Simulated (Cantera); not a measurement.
Charge: 1 mol Si, 0.83 mol Cl₂, 0.82 mol H₂, held at 925 K and 21.0 bar.

Method: chemical equilibrium by Gibbs-energy minimisation in Cantera with the NASA 1993 tables (ideal gas, pure condensed phases). Candidate condensed phases: Si; 19 gas species. The tables' values for SiCl₃ are old estimates; treat these amounts as uncertain. Rates play no part.

Base state: H₂ 0.594, SiCl₄ 0.214, SiHCl₃ 0.175, SiH₂Cl₂ 0.0140, HCl 0.00265, SiCl₃ 0.000303, SiH₃Cl 0.000277, SiCl₂ 1.70e-5 (mole fractions); condensed: Si(s).

Q: What changes in the equilibrium state with this change: pressure from 21.0 bar to 2.00 bar?

A: 
```tsv
species	before	after
H₂	0.594	0.619
SiCl₄	0.214	0.257
SiHCl₃	0.175	0.113
SiH₂Cl₂	0.0140	0.00493
SiH₃Cl	0.000277	5.28e-5
SiCl₂	1.70e-5	6.03e-5
SiCl₃	0.000303	0.000625
HCl	0.00265	0.00509
Si(s), mol	0.526	0.549
```

Q: What changes in the equilibrium state with this change: temperature from 925 K to 823.15 K?

A: 
| species | before | after |
|---|---|---|
| H₂ | 0.594 | 0.594 |
| SiCl₄ | 0.214 | 0.211 |
| SiHCl₃ | 0.175 | 0.180 |
| HCl | 0.00265 | 0.000842 |
| SiH₂Cl₂ | 0.0140 | 0.0129 |
| SiCl₂ | 1.70e-5 | 1.31e-6 |
| SiCl₃ | 0.000303 | 5.57e-5 |
| SiH₃Cl | 0.000277 | 0.000217 |
| Si(s), mol | 0.526 | 0.524 |

Q: What changes in the equilibrium state with this change: H₂ from 0.82 to 4.7 mol?

A: 
```tsv
species	before	after
H₂	0.594	0.897
SiHCl₃	0.175	0.0560
SiCl₄	0.214	0.0357
SiH₂Cl₂	0.0140	0.00862
SiCl₃	0.000303	7.90e-5
SiCl₂	1.70e-5	6.94e-6
HCl	0.00265	0.00208
Si(s), mol	0.526	0.494
```
